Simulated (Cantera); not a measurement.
Input (Python, Cantera):

```python
import numpy as np
import cantera as ct

gas = ct.Solution("h2o2.yaml")
gas.TPX = 1275, 2666, {'H2': 0.037, 'O2': 1}
inlet = ct.Reservoir(gas, clone=True)

reactor = ct.IdealGasConstPressureReactor(gas, energy="off", clone=False)
exhaust = ct.Reservoir(gas, clone=True)
tau = [5.1, 1.9, 0.7, 0.26, 0.096, 0.036, 0.013, 0.0049][0]
for a, b in ((inlet, reactor), (reactor, exhaust)):
    ct.MassFlowController(a, b, mdot=lambda t: reactor.mass / tau)
net = ct.ReactorNet([reactor])
show = ['H2', 'O2', 'H', 'O', 'H2O']

rows = []
print(f"{'tau/s':>10s}{'T/K':>9s}" + "".join(f"{s:>11s}" for s in show))
for tau in [5.1, 1.9, 0.7, 0.26, 0.096, 0.036, 0.013, 0.0049]:
    net.initial_time = 0.0
    net.advance(30 * tau)
    before = gas.X
    net.advance(40 * tau)
    drift = np.max(np.abs(gas.X - before) / (gas.X + 1e-9))
    rows.append([gas.T, *gas[show].X, drift])
    print(f"{tau:10.3e}{gas.T:9.1f}" + "".join(f"{x:11.3e}" for x in gas[show].X))
```

Result:

```
     tau/s      T/K         H2         O2          H          O        H2O
 5.100e+00   1275.0  2.640e-05  9.629e-01  1.208e-05  5.568e-04  3.604e-02
 1.900e+00   1275.0  4.826e-05  9.623e-01  3.201e-05  1.064e-03  3.590e-02
 7.000e-01   1275.0  8.780e-05  9.612e-01  8.428e-05  2.023e-03  3.568e-02
 2.600e-01   1275.0  1.570e-04  9.593e-01  2.133e-04  3.732e-03  3.533e-02
 9.600e-02   1275.0  2.784e-04  9.561e-01  5.121e-04  6.616e-03  3.477e-02
 3.600e-02   1275.0  4.848e-04  9.515e-01  1.098e-03  1.078e-02  3.391e-02
 1.300e-02   1275.0  8.696e-04  9.458e-01  2.065e-03  1.575e-02  3.260e-02
 4.900e-03   1275.0  1.599e-03  9.415e-01  3.160e-03  1.933e-02  3.089e-02
```

Computed with Cantera and the H2/O2 subset of GRI-Mech 3.0, which has no nitrogen chemistry. Radical loss at walls, strong at low pressure, is not modelled. The temperature is held fixed by assumption; the heat of reaction is taken as removed at once.
